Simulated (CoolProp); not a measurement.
Vapour pressure (bar) of R142b: the reference equation beside estimates from Tc = 410.3 K, pc = 40.55 bar, ω = 0.232. Clausius-Clapeyron is anchored at 309.5 K with a constant enthalpy of vaporisation of 19.51 kJ/mol.

Computed with CoolProp (reference Helmholtz-energy equation of state, Lemmon 2006). It is a short technical equation, of lower accuracy than the large ones.

| T (K) | reference | Lee-Kesler | Clausius-Clapeyron | van der Waals | Redlich-Kwong | Soave-Redlich-Kwong | Peng-Robinson |
|---|---|---|---|---|---|---|---|
| 285.7 | 2.261 | 2.260 | 2.510 | 7.916 | 3.394 | 2.258 | 2.252 |
| 293.7 | 2.939 | 2.944 | 3.140 | 9.105 | 4.273 | 2.942 | 2.926 |
| 301.6 | 3.751 | 3.762 | 3.870 | 10.39 | 5.290 | 3.763 | 3.733 |
| 309.5 | 4.721 | 4.741 | 4.721 | 11.78 | 6.469 | 4.746 | 4.699 |
| 317.5 | 5.884 | 5.912 | 5.715 | 13.31 | 7.839 | 5.927 | 5.861 |
| 325.4 | 7.229 | 7.266 | 6.838 | 14.94 | 9.378 | 7.297 | 7.208 |
| 333.3 | 8.791 | 8.834 | 8.112 | 16.69 | 11.11 | 8.889 | 8.776 |
| 341.3 | 10.61 | 10.66 | 9.568 | 18.58 | 13.09 | 10.75 | 10.61 |
| 349.2 | 12.67 | 12.73 | 11.18 | 20.58 | 15.25 | 12.85 | 12.69 |
| 357.1 | 15.01 | 15.07 | 12.97 | 22.71 | 17.65 | 15.25 | 15.06 |
| 365.1 | 17.70 | 17.76 | 14.98 | 25.00 | 20.33 | 17.98 | 17.78 |
| 373 | 20.68 | 20.75 | 17.16 | 27.39 | 23.22 | 21.02 | 20.81 |
| 380.9 | 24.03 | 24.11 | 19.56 | 29.92 | 26.38 | 24.42 | 24.20 |

Absolute difference from the reference over all 13 rows, mean and median: Lee-Kesler 0.4 and 0.4 %, Clausius-Clapeyron 9.5 and 9.8 %, van der Waals 107.4 and 89.9 %, Redlich-Kwong 27.8 and 26.4 %, Soave-Redlich-Kwong 1.0 and 1.1 %, Peng-Robinson 0.4 and 0.4 %.
